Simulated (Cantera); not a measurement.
# Hydrocarbon pyrolysis for carbon deposition

A perfectly stirred reactor is fed with C₂H₆ : N₂ = 1 : 90 (molar parts), at 3.00 Torr; it is held at 1400 K, and followed from long to short residence time.

Detailed kinetics in Cantera: GRI-Mech 3.0 (53 species, 325 reactions). GRI-Mech 3.0 stops at C3 and has no aromatics, soot or wall deposition, so with more carbon than oxygen in the feed, carbon stays in small species such as C2H2 where larger ones or solid carbon would form. Radical loss at walls, strong at low pressure, is not modelled.

| τ (s) | x C₂H₆ | x CH₄ | x CH₂ | x CH₃ | x H | x H₂ |
|---|---|---|---|---|---|---|
| 29 | 1.82e-5 | 0.00113 | 1.80e-7 | 8.23e-5 | 7.05e-5 | 0.0196 |
| 6.9 | 6.84e-5 | 0.00178 | 3.64e-7 | 0.000159 | 7.91e-5 | 0.0182 |
| 1.6 | 0.000260 | 0.00248 | 7.00e-7 | 0.000304 | 8.84e-5 | 0.0159 |
| 0.39 | 0.000931 | 0.00270 | 1.21e-6 | 0.000562 | 9.43e-5 | 0.0123 |
| 0.092 | 0.00321 | 0.00177 | 1.70e-6 | 0.000978 | 8.61e-5 | 0.00730 |
| 0.022 | 0.00777 | 0.000430 | 1.32e-6 | 0.00103 | 5.34e-5 | 0.00235 |
| 0.0052 | 0.0105 | 3.56e-5 | 2.88e-7 | 0.000417 | 1.51e-5 | 0.000208 |
| 0.0012 | 0.0109 | 2.09e-6 | 9.11e-9 | 0.000108 | 9.88e-7 | 3.25e-6 |
| 0.00029 | 0.0110 | 1.25e-7 | 1.45e-10 | 2.66e-5 | 4.18e-8 | 3.33e-8 |
x: mole fraction; the columns are a selection and need not sum to one.
